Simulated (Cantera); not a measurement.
Charge: 1 mol TiO2, 0.095 mol H2O, 5.2 mol N2, at 1425 K and 29.0 mbar.

Cantera equilibrium calculation (NASA polynomials, part measured and part estimated; ideal gas, pure solids and liquids). Candidate condensed phases: H2O, Ti, TiN, TiO, TiO2, Ti2O3, Ti3O5, Ti4O7; 27 gas species. Rates play no part.

Question: What is the equilibrium state?

Answer: 
| Quantity | Value |
|---|---|
| x(N2) | 0.982 |
| x(H2O) | 0.0179 |
| x(H2) | 2.40e-5 |
| x(O2) | 8.32e-6 |
| x(NO) | 5.84e-6 |
| x(OH) | 3.20e-6 |
| n(TiO2(rutile)) | 1.00 mol |
| gas amount | 5.295 mol |
| log10 activity of Ti4O7(s) (absent) | -4.92 |
| log10 activity of Ti3O5(s) (absent) | -5.07 |
| log10 activity of Ti2O3(s) (absent) | -5.57 |
